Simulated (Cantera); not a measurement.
Transport properties of process gases

Gas mixture: NO : N2O = 0.8 : 0.32 (molar parts), at 2.07 atm, frozen composition.

Cantera's kinetic-theory transport with the Lennard-Jones parameters of GRI-Mech 3.0, ideal gas; thermal conductivity in the multicomponent form. The composition is frozen, though it would react at the higher temperatures.

```json
[
 {"T (K)": "400", "ρ (kg/m³)": "2.15", "cp (J/kg/K)": "988.1", "μ (µPa s)": "21.9", "λ (mW/m/K)": "30.2", "Pr": "0.716", "D (cm²/s) NH3": "0.166", "D (cm²/s) CO2": "0.114", "D (cm²/s) N2": "0.151"},
 {"T (K)": "600", "ρ (kg/m³)": "1.43", "cp (J/kg/K)": "1063", "μ (µPa s)": "29.5", "λ (mW/m/K)": "43.7", "Pr": "0.719", "D (cm²/s) NH3": "0.353", "D (cm²/s) CO2": "0.236", "D (cm²/s) N2": "0.304"},
 {"T (K)": "800", "ρ (kg/m³)": "1.07", "cp (J/kg/K)": "1129", "μ (µPa s)": "36.1", "λ (mW/m/K)": "56.6", "Pr": "0.721", "D (cm²/s) NH3": "0.591", "D (cm²/s) CO2": "0.389", "D (cm²/s) N2": "0.495"},
 {"T (K)": "1000", "ρ (kg/m³)": "0.859", "cp (J/kg/K)": "1178", "μ (µPa s)": "42.1", "λ (mW/m/K)": "68.7", "Pr": "0.721", "D (cm²/s) NH3": "0.873", "D (cm²/s) CO2": "0.569", "D (cm²/s) N2": "0.719"},
 {"T (K)": "1200", "ρ (kg/m³)": "0.716", "cp (J/kg/K)": "1209", "μ (µPa s)": "47.5", "λ (mW/m/K)": "79.7", "Pr": "0.721", "D (cm²/s) NH3": "1.20", "D (cm²/s) CO2": "0.775", "D (cm²/s) N2": "0.975"},
 {"T (K)": "1400", "ρ (kg/m³)": "0.614", "cp (J/kg/K)": "1235", "μ (µPa s)": "52.6", "λ (mW/m/K)": "90.1", "Pr": "0.721", "D (cm²/s) NH3": "1.56", "D (cm²/s) CO2": "1.00", "D (cm²/s) N2": "1.26"},
 {"T (K)": "1600", "ρ (kg/m³)": "0.537", "cp (J/kg/K)": "1256", "μ (µPa s)": "57.4", "λ (mW/m/K)": "100", "Pr": "0.721", "D (cm²/s) NH3": "1.95", "D (cm²/s) CO2": "1.26", "D (cm²/s) N2": "1.57"},
 {"T (K)": "1800", "ρ (kg/m³)": "0.477", "cp (J/kg/K)": "1273", "μ (µPa s)": "62.0", "λ (mW/m/K)": "110", "Pr": "0.720", "D (cm²/s) NH3": "2.38", "D (cm²/s) CO2": "1.53", "D (cm²/s) N2": "1.91"},
 {"T (K)": "2000", "ρ (kg/m³)": "0.429", "cp (J/kg/K)": "1286", "μ (µPa s)": "66.4", "λ (mW/m/K)": "119", "Pr": "0.720", "D (cm²/s) NH3": "2.84", "D (cm²/s) CO2": "1.82", "D (cm²/s) N2": "2.28"}
]
```
D: mixture-averaged diffusion coefficient of that species in the mixture.
